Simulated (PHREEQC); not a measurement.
Metal-bearing waste water (model solution)

A solution holds 0.0042 mol/kgw Al2(SO4)3, 6.8e-05 mol/kgw MgSO4, 0.0024 mol/kgw H2SO4 and 4.1e-05 mol/kgw Na2SO4, at 5 °C. Closed to the air; pH follows from the charge balance.

The numbers come from PHREEQC with the ion-association model, phreeqc.dat.

Precipitation was switched off in this run.

Question: Estimate the pH, ionic strength.

Answer: pH 2.47; ionic strength 0.0276 mol/kgw.

Question: In which forms is Mg present?

Answer: Mg+2 78 %, MgSO4 22 % of the Mg.

Species that the database lacks are ignored. At this temperature some constants are extrapolated from 25 °C, and those without enthalpy data are left unchanged.
